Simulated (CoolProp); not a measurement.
The fluid at 293.15 K and 0.0298 MPa is compressed adiabatically to 0.162 MPa with isentropic efficiency 0.75. The same conditions are run with several fluids, on thermodynamics alone (safety and materials aside).

Computed with CoolProp (reference Helmholtz-energy equation of state of each fluid (R1224YDZ: Akasaka 2023; cyclopropane: Polt 1992; propane: Lemmon 2009; R125: Lemmon 2005; R152A: Outcalt 1996)). The equations of Platzer and Polt are older, rougher fits.

**Question.** Rank R1224YDZ, cyclopropane, propane, R125, R152A by work (kJ/kg), highest first.

**Answer.** cyclopropane (146), propane (136), R152A (91.4), R125 (49.0), R1224YDZ (38.5)

```
fluid         final temperature (K)  final density (kg/m³)
------------  ---------------------  ---------------------
R1224YDZ                      344.2                   8.74
cyclopropane                  389.3                   2.13
propane                       369.3                   2.36
R125                          353.4                   6.71
R152A                         377.1                   3.46
```
